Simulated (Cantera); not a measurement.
Stirred combustor or abatement burner

A perfectly stirred reactor is fed with CH₃OH : O₂ : N₂ : CO₂ = 1 : 1.76 : 10.8 : 3 (molar parts), equivalence ratio 0.85, at 4730 Torr; it is adiabatic with a 400 K inlet, and is followed from long to short residence time, starting on the burning branch (τ in s: 0.045, 0.023, 0.012, 0.0063, 0.0033, 0.0017, 0.00088, 0.00046, 0.00024, 0.00012, 6.4e-05, 3.3e-05, 1.7e-05).

Model: GRI-Mech 3.0 (53 species, 325 reactions), integrated in Cantera.

```tsv
τ (s)	T (K)	x CH₃OH	x O₂	x CO₂	x NO	x H₂O₂
0.045	1433	2.66e-5	0.0162	0.233	5.29e-7	2.91e-7
0.023	1422	5.16e-5	0.0170	0.231	4.24e-7	5.68e-7
0.012	1393	0.000128	0.0191	0.227	2.25e-7	1.83e-6
0.0063	400	0.0604	0.106	0.181	<1e-12	<1e-12
0.0033	400	0.0604	0.106	0.181	<1e-12	<1e-12
0.0017	400	0.0604	0.106	0.181	<1e-12	<1e-12
0.00088	400	0.0604	0.106	0.181	<1e-12	<1e-12
0.00046	400	0.0604	0.106	0.181	<1e-12	<1e-12
0.00024	400	0.0604	0.106	0.181	<1e-12	<1e-12
0.00012	400	0.0604	0.106	0.181	<1e-12	<1e-12
6.4e-5	400	0.0604	0.106	0.181	<1e-12	<1e-12
3.3e-5	400	0.0604	0.106	0.181	<1e-12	<1e-12
1.7e-5	400	0.0604	0.106	0.181	<1e-12	<1e-12
```
x: mole fraction; the columns are a selection and need not sum to one.
